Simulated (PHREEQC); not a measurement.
Dissolve 0.033 mol/kgw HF and 0.00037 mol/kgw K2HPO4 at 25 °C. Closed to the air; pH follows from the charge balance.

All values are PHREEQC results (ion-association model, phreeqc.dat), not measurements.

| quantity | before | after |
|---|---|---|
| pH | 2.37 | 2.81 |
| ionic strength (mol/kgw) | 0.00534 | 0.00237 |
| HF (mol/kgw) | 0.0274 | 0.00449 |
| F- (mol/kgw) | 0.00462 | 0.00204 |
| HF2- (mol/kgw) | 0.000486 | 3.51e-5 |
| H2PO4- (mol/kgw) | 0.000234 | 0.000304 |

**Question.** Name the change that produced these shifts.
A. HF from 0.033 to 0.0297 mol/kgw
B. diluted 100-fold with water
C. HF from 0.033 to 0.0066 mol/kgw
D. diluted 2-fold with water
E. K2HPO4 from 0.00037 to 0.000555 mol/kgw

**Answer.** C, HF from 0.033 to 0.0066 mol/kgw

This is a speciation only: nothing precipitates in the calculation.
